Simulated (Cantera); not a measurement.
Source: NASA polynomial tables (part measured, part estimated), evaluated in Cantera. Values are per mole of reaction as written; species without (g) are pure solids or liquids, kept so even where they would boil at 1 bar.

Q: Between 400 and 525 K, where is each reaction favourable under standard conditions?
- Ti3O5 + 4 TiCl4 → 5 TiOCl2(g) + 2 TiCl3(g)

A: 
- Ti3O5 + 4 TiCl4 → 5 TiOCl2(g) + 2 TiCl3(g): ΔG° is 1433 kJ at 400 K and 1310 kJ at 525 K; it stays positive (K < 1). ΔH° is 1805 kJ and ΔS° 941 J/K at 525 K.
